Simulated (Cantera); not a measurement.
An adiabatic, constant-pressure homogeneous reactor starts with CH3OH : O2 : N2 : H2O = 1 : 0.682 : 5.39 : 0.46 (molar parts), equivalence ratio 2.2, at 1223 K and 100000 Pa.

Computed with Cantera and GRI-Mech 3.0 (53 species, 325 reactions). GRI-Mech 3.0 was tuned for natural gas; its chemistry of methanol as a main component is partial and can be far from experiment.

x: mole fraction; the columns are a selection and need not sum to one.

```tsv
t (s)	T (K)	x CH3OH	x O2	x CH2	x H2O2	x H2	x NO
1.00e-6	1223	0.133	0.0905	5.01e-10	<1e-12	7.36e-9	<1e-12
2.61e-6	1223	0.133	0.0905	5.01e-10	<1e-12	2.76e-8	<1e-12
6.81e-6	1223	0.133	0.0905	5.01e-10	7.62e-12	8.27e-8	<1e-12
1.78e-5	1223	0.133	0.0905	5.01e-10	6.86e-11	2.32e-7	<1e-12
4.64e-5	1223	0.133	0.0905	5.01e-10	7.21e-10	6.45e-7	<1e-12
0.000121	1223	0.133	0.0905	5.01e-10	9.07e-9	1.79e-6	<1e-12
0.000316	1223	0.133	0.0905	5.01e-10	1.09e-7	5.09e-6	<1e-12
0.000825	1223	0.133	0.0905	5.01e-10	___	___	<1e-12
0.00215	1223	0.132	0.0904	5.02e-10	8.00e-6	0.000104	<1e-12
0.00562	1463	0.0523	0.0461	2.29e-7	0.00202	0.0426	3.31e-11
0.0147	1947	<1e-12	___	<1e-12	2.51e-10	0.103	2.53e-6
0.0383	1949	<1e-12	1.12e-7	<1e-12	9.26e-11	0.103	2.35e-6
0.100	1949	<1e-12	1.09e-7	<1e-12	8.98e-11	0.103	2.36e-6
```

**Question.** Some entries are withheld; supply them.

**Answer.** 
- 0.000825, x H2O2: 9.94e-7
- 0.000825, x H2: 1.72e-5
- 0.0147, x O2: 3.17e-7
